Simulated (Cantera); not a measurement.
**Ti + C₃H₈ (titanium nitride, carbide and oxide coatings)**

Charge: 1 mol Ti, a varied amount of C₃H₈, equilibrated at 2223.15 K and 18.0 Torr.

Cantera equilibrium calculation (NASA polynomials, part measured and part estimated; ideal gas, pure solids and liquids). Candidate condensed phases: C, C₆H₆, C₇H₈, C₈H₁₈, Ti, TiC; 77 gas species. Mutual solubility and eutectic melting of coexisting phases are not modelled. TiC: taken at fixed stoichiometry. Condensed phases not in the tables: N, O or C dissolved in the metal. Rates play no part.

```csv
n(C₃H₈) (mol),log p H₂,log p H,log p Ti,log p C₂H₂ (acetylene),log p CH₄,log p CH₃,log p C₂H,log p C₄H₂,n Ti(l),n TiC(s),n C(graphite)
0.055,-1.64,-3.01,-3.86,-11.32,-10.45,-10.55,<-13,<-13,0.834,0.165,0
0.078,-1.64,-3.01,-3.86,-11.32,-10.45,-10.55,<-13,<-13,0.764,0.234,0
0.11,-1.64,-3.01,-3.86,-11.32,-10.45,-10.55,<-13,<-13,0.667,0.330,0
0.16,-1.64,-3.01,-3.86,-11.32,-10.45,-10.55,<-13,<-13,0.516,0.480,0
0.22,-1.64,-3.01,-3.86,-11.32,-10.45,-10.55,<-13,<-13,0.335,0.660,0
0.32,-1.64,-3.01,-3.86,-11.32,-10.45,-10.55,<-13,<-13,0.0325,0.960,0
0.45,-1.64,-3.01,-7.43,-4.18,-6.88,-6.97,-6.98,-7.10,0,1.000,0.340
0.63,-1.64,-3.01,-7.43,-4.18,-6.88,-6.97,-6.98,-7.10,0,1.000,0.876
0.89,-1.64,-3.01,-7.43,-4.18,-6.88,-6.97,-6.98,-7.10,0,1.000,1.65
1.3,-1.64,-3.01,-7.43,-4.18,-6.88,-6.97,-6.98,-7.10,0,1.000,2.87
1.8,-1.64,-3.01,-7.43,-4.18,-6.88,-6.97,-6.98,-7.10,0,1.000,4.36
2.5,-1.64,-3.01,-7.43,-4.18,-6.88,-6.97,-6.98,-7.10,0,1.000,6.44
```
log p: log10 of the partial pressure in bar; n: condensed amount in mol.

From 0.055 mol C₃H₈ to 0.32 mol C₃H₈ the condensed part is Ti(l) + TiC(s). From 0.45 mol C₃H₈ to 2.5 mol C₃H₈ the condensed part is C(graphite) + TiC(s). The main Ti-bearing gas is Ti throughout.
